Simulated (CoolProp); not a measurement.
A Linde-Hampson liquefier for CF4 (R14): isothermal reversible compression at 300 K from 1 atm to 30 MPa, throttling to 1 atm, return gas leaving the recuperator 10 K below the feed. Each further row changes one setting.

Model: reference Helmholtz-energy equation of state, Platzer 1990, in CoolProp. This equation is an older, rougher fit; its heat capacities, sound speeds and derivatives of the liquid may be far off and weren't checked against measurements.

```
case                        liquid yield per pass  compression work (kJ/kg of gas)
--------------------------  ---------------------  -------------------------------
as stated                                   0.271                              145
warm-end temperature 330 K                  0.206                              166
warm-end gap 15 K                           0.259                              145
```
